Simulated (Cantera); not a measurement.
Standard-state values (1 bar) from the NASA 1993 polynomials, evaluated with Cantera. Values are per mole of reaction as written; species without (g) are pure solids or liquids, kept so even where they would boil at 1 bar.

Between 1723 and 2223 K, where is each reaction favourable under standard conditions?
- 2 K2SO4 = 4 K(g) + S2(g) + 8 O(g)
- KOH(g) = OH(g) + K(g)


- 2 K2SO4 = 4 K(g) + S2(g) + 8 O(g): ΔG° is 2356 kJ at 1723 K and 1557 kJ at 2223 K; it stays positive (K < 1). ΔH° is 5081 kJ and ΔS° 1585 J/K at 2223 K.
- KOH(g) = OH(g) + K(g): ΔG° is 178 kJ at 1723 K and 126 kJ at 2223 K; it stays positive (K < 1). ΔH° is 356 kJ and ΔS° 103 J/K at 2223 K.
